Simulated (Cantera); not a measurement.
Cantera run:

```python
import numpy as np
import cantera as ct

gas_names = [...]  # 113 gases of nasa_gas.yaml made of C, Cu, H, O
cond_names = """
    C(gr) C6H6(L) C7H8(L) C8H18(L),n-octa Cu(cr) Cu(L) CuO(s) CuO2H2(s) Cu2O(s) Cu2O(L) H2O(s) H2O(L)
""".split()


# ... load() reads the species with a 1 bar reference pressure and builds the phases ...
atoms = {
    'Cu2O': {'Cu': 2, 'O': 1},
    'CH4': {'C': 1, 'H': 4},
    'CO': {'C': 1, 'O': 1},
}
top_T = {'C(gr)': 4500, 'CuO(s)': 1390}  # K; cautious upper limits of use, not melting points


# ... equilibrate(T, P, feed) seeds the gas with the atoms and calls Mixture.equilibrate('TP', solver="vcs", rtol=1e-11, max_steps=5000) ...
results = []
feed = {'Cu2O': 1, 'CH4': 0.64, 'CO': 0.069}  # mol
T = 2598.15  # K
P = 180  # Pa
mix = equilibrate(T, P, feed)
results.append((T, P, feed, dict(zip(mix.species_names, mix.species_moles))))
print(gas.report(threshold=1e-06))
for i in range(1, mix.n_phases):
    print(f"{mix.phase(i).name:16s} {mix.phase_moles(i):12.5e} mol")
```

Result:

```
       temperature   2598.2 K
          pressure   180 Pa
           density   0.00026713 kg/m^3
  mean mol. weight   32.059 kg/kmol
   phase of matter   gas

                          1 kg             1 kmol
                     ---------------   ---------------
          enthalpy        7.5429e+06        2.4182e+08  J
   internal energy        6.8691e+06        2.2022e+08  J
           entropy            8475.1        2.7171e+05  J/K
    Gibbs function       -1.4477e+07       -4.6412e+08  J
 heat capacity c_p            840.11             26934  J/K
 heat capacity c_v            580.77             18619  J/K

                      mass frac. Y      mole frac. X     chem. pot. / RT
                     ---------------   ---------------   ---------------
                CO           0.12352           0.14137           -42.019
               CO2          0.006859         0.0049966           -63.026
                Cu           0.81822            0.4128           -14.791
               CuO        0.00014916        6.0115e-05           -35.798
               Cu2        7.6086e-05        1.9193e-05           -29.582
                 H         0.0087445           0.27812           -14.505
                H2         0.0060326          0.095934            -29.01
               H2O          0.012318          0.021922           -50.017
                 O          0.013745          0.027542           -21.007
                OH         0.0077848          0.014675           -35.512
                O2         0.0025576         0.0025625           -42.015
     [ +102 minor]        7.5768e-08        7.4528e-08

C(gr)             0.00000e+00 mol
Cu(L)             0.00000e+00 mol
Cu2O(L)           0.00000e+00 mol
```

Cantera equilibrium calculation (NASA polynomials, part measured and part estimated; ideal gas, pure solids and liquids).
